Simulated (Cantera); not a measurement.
A perfectly stirred reactor is fed with C3H8 : H2 = 1 : 180 (molar parts), at 0.0207 atm; it is held at 1825 K, and followed from long to short residence time.

Computed with Cantera and GRI-Mech 3.0 (53 species, 325 reactions). GRI-Mech 3.0 was tuned for natural gas; its chemistry of propane as a main component is partial and can be far from experiment. GRI-Mech 3.0 stops at C3 and has no aromatics, soot or wall deposition, so with more carbon than oxygen in the feed, carbon stays in small species such as C2H2 where larger ones or solid carbon would form. Radical loss at walls, strong at low pressure, is not modelled.

### Question
What does this change do: C3H8 1 to 4.6 parts?

### Answer
```
quantity                  before     after
----------------------  --------  --------
x(C3H8) at τ = 0.630 s   3.85e-7   1.62e-6
x(H2) at τ = 0.630 s       0.987     0.958
x(CH3) at τ = 0.630 s   0.000201  0.000496
x(C2H6) at τ = 0.630 s   1.03e-7   5.49e-7
x(CH2) at τ = 0.630 s    6.37e-7   1.58e-6
x(C3H8) at τ = 24.0 ms   1.01e-5   3.81e-5
x(H2) at τ = 24.0 ms       0.985     0.949
x(CH3) at τ = 24.0 ms   0.000403   0.00167
x(C2H6) at τ = 24.0 ms   1.03e-6   6.43e-6
x(CH2) at τ = 24.0 ms    1.24e-6   5.25e-6
```
